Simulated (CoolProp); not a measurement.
Vapour-liquid equilibrium of R22 (1) + R142b (2) at 31.15 °C; x and y are mole fractions of (1).

Values from CoolProp's multi-fluid Helmholtz-energy mixture model, Kamei 1995 and Lemmon 2006; pair parameters Bell 2016.

```
x     bubble pressure, mixture model (MPa)  bubble pressure, Raoult's law (MPa)  y, mixture model  y, Raoult's law
----  ------------------------------------  -----------------------------------  ----------------  ---------------
0.05                                0.4429                               0.4474             0.119            0.137
0.15                                0.5148                               0.5296             0.307            0.348
0.25                                0.5868                               0.6118             0.451            0.502
0.35                                0.6602                               0.6939             0.568            0.619
0.45                                0.7365                               0.7761             0.666            0.712
0.55                                0.8164                               0.8582             0.749            0.787
0.65                                0.9005                               0.9404             0.821            0.849
0.75                                0.9891                                1.023             0.882            0.901
0.85                                 1.082                                1.105             0.935            0.945
0.95                                 1.179                                1.187             0.980            0.983
```

The largest gap from Raoult's law is -5.1 % in bubble pressure, at x = 0.45. No azeotrope shows between x = 0.05 and 0.95.

The pair parameters rest on a limited set of measurements; away from them the model extrapolates.
